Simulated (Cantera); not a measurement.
# Si + SF6 (silicon etching in halogen gases)

Charge: 1 mol Si, 2.8 mol SF6, held at 575 °C and 1.10 Pa.

These are equilibrium values from Cantera (NASA tables, ideal gas, pure condensed phases), not measurements of a reactor. Candidate condensed phases: S, Si; 21 gas species. The tables' values for SF3 are old estimates; treat these amounts as uncertain. Equilibrium is a limit: real reactors are often held back by kinetics, nucleation or transport.

```yaml
x(SF4): 0.524
x(SiF4): 0.263
x(SF6): 0.212
x(SF3): 0.000997
x(SF2): 0.000557
x(SF5): 8.18e-6
x(F): 2.76e-6
gas_amount: 3.800 mol
log10 activity of S(l) (absent): -9.72
log10 activity of Si(s) (absent): -62.55
```
